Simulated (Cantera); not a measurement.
An isothermal, constant-pressure homogeneous reactor starts with 0.109 % CO, 5.92 % O₂, 2.91 % H₂O, 91.1 % N₂, at 1273 K and 300 Torr.

Cantera simulation using GRI-Mech 3.0 (53 species, 325 reactions); the numbers are that mechanism's predictions, not measurements.

One state of this run: x CO = 1.18e-9; x O₂ = 0.0587; x H₂O = 0.0292; x CO₂ = 0.00109; x H = 1.84e-10; x OH = 4.46e-6. x: mole fraction; the columns are a selection and need not sum to one.

Problem. Which value of t (s) does it belong to?
(A) 0.00984
(B) 0.183
(C) 1.28
(D) 0.0261

Solution. C, 1.28
